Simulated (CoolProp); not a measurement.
Vapour-liquid equilibrium of cyclohexane (1) + n-nonane (2) at 239.65 °C; x and y are mole fractions of (1).

Computed with CoolProp (multi-fluid Helmholtz-energy mixture model, Zhou 2014 and Lemmon 2006; pair parameters Bell 2016).

```csv
x,bubble pressure (MPa),y at the bubble point,dew pressure at overall composition x (MPa),liquid density (mol/L)
0.05,0.7373,0.117,0.6962,4.073
0.15,0.8761,0.301,0.7596,4.224
0.25,1.018,0.442,0.8337,4.386
0.35,1.165,0.556,0.9214,4.561
0.45,1.320,0.652,1.027,4.748
0.55,1.486,0.735,1.156,4.948
0.65,1.665,0.807,1.316,5.162
0.75,1.858,0.870,1.521,5.389
0.85,2.065,0.926,1.793,5.628
0.95,2.289,0.977,2.167,5.875
```

No azeotrope shows between x = 0.05 and 0.95.

The pair parameters rest on a limited set of measurements; away from them the model extrapolates.
